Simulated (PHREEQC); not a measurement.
Solution (20 °C): 0.091 mol HF, 7.5e-05 mol NH4F, 6e-05 mol (NH4)2SiF6 and 6.5e-05 mol HCl per kg of water. Closed to the air; pH follows from the charge balance.

Computed with PHREEQC (ion-association model, wateq4f.dat).

| quantity | before | after |
|---|---|---|
| pH | 2.13 | 2.81 |
| ionic strength (mol/kgw) | 0.00821 | 0.0411 |
| HF (mol/kgw) | 0.0595 | 0.0446 |
| H2F2 (mol/kgw) | 0.0111 | 0.00624 |
| HF2- (mol/kgw) | 0.00143 | 0.00423 |
| SI of Quartz (SiO2) | -8.81 | -9.57 |

Question: What was changed between the two runs?
A. diluted 100-fold with water
B. 0.005 mol/kgw CsOH added
C. 0.013 mol/kgw K3PO4 added
D. NH4F replaced by LiF at the same molality
E. temperature from 20 to 85 °C

Answer: C, 0.013 mol/kgw K3PO4 added

This is a speciation only: nothing precipitates in the calculation. wateq4f.dat counts part of the HF as a dimer, H2F2, which phreeqc.dat doesn't know; its constant is uncertain. H3PO4, which wateq4f.dat lacks, is added to it with the constant of phreeqc.dat. SiF6-2 is the database's only silicon fluoride.
